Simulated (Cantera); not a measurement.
# Stirred combustor or abatement burner

A perfectly stirred reactor is fed with C2H6 : O2 : N2 : CO2 = 1 : 3.18 : 19.7 : 3 (molar parts), equivalence ratio 1.1, at 0.987 atm; it is adiabatic with a 500 K inlet, and is followed from long to short residence time, starting on the burning branch (τ in s: 0.023, 0.0095, 0.0039, 0.0016, 0.00065, 0.00027, 0.00011, 4.5e-05, 1.8e-05).

Cantera simulation using GRI-Mech 3.0 (53 species, 325 reactions); the numbers are that mechanism's predictions, not measurements.

| τ (s) | T (K) | x C2H6 | x O2 | x CO2 | x CH3 | x H2O2 |
|---|---|---|---|---|---|---|
| 0.023 | 1656 | 5.54e-6 | 0.00248 | 0.156 | 7.37e-6 | 1.14e-7 |
| 0.0095 | 1636 | 1.08e-5 | 0.00369 | 0.154 | 1.43e-5 | 1.62e-7 |
| 0.0039 | 1609 | 2.30e-5 | 0.00536 | 0.151 | 2.95e-5 | 2.19e-7 |
| 0.0016 | 1571 | 5.86e-5 | 0.00818 | 0.147 | 7.14e-5 | 2.66e-7 |
| 0.00065 | 500 | 0.0372 | 0.118 | 0.112 | <1e-12 | <1e-12 |
| 0.00027 | 500 | 0.0372 | 0.118 | 0.112 | <1e-12 | <1e-12 |
| 0.00011 | 500 | 0.0372 | 0.118 | 0.112 | <1e-12 | <1e-12 |
| 4.5e-5 | 500 | 0.0372 | 0.118 | 0.112 | <1e-12 | <1e-12 |
| 1.8e-5 | 500 | 0.0372 | 0.118 | 0.112 | <1e-12 | <1e-12 |
x: mole fraction; the columns are a selection and need not sum to one.
